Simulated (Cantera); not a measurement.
Mixture: H2 : O2 : N2 : H2O = 1 : 0.227 : 0.855 : 0.075 (molar parts), equivalence ratio 2.2, at 24.7 atm, adiabatic and at constant pressure. Ignition delay is the time to a rise of 400 K.

Detailed kinetics in Cantera: GRI-Mech 3.0 (53 species, 325 reactions). The hydrogen kinetics of GRI-Mech 3.0 are dated; newer H2 mechanisms differ, most at raised pressure. The pressure lies above the range GRI-Mech 3.0 was tuned for (to about 10 atm). Below about 950 K walls govern HO2 and H2O2 in real vessels.

Problem. What does this change do: pressure from 24.7 atm to 1.00 atm?

Solution. 
```tsv
quantity	before	after
delay at 850 K	0.190 s	1.51 s
delay at 1050 K	1.45 ms	0.221 ms
delay at 1250 K	47.4 µs	44.3 µs
delay at 1450 K	2.13 µs	22.7 µs
delay at 1650 K	0.489 µs	18.0 µs
```
Where the delays flatten at high temperature, the 400 K rule measures the pace of heat release, not the induction time.

Problem. What does this change do: 0.042 parts NO added?

Solution. 
```tsv
quantity	before	after
delay at 850 K	0.190 s	0.530 ms
delay at 1050 K	1.45 ms	26.5 µs
delay at 1250 K	47.4 µs	4.59 µs
delay at 1450 K	2.13 µs	1.17 µs
delay at 1650 K	0.489 µs	0.464 µs
```
The mechanism lacks 2 NO + O2 → 2 NO2 and HONO, so NO2 and the effect of NO are under-described below about 1400 K.
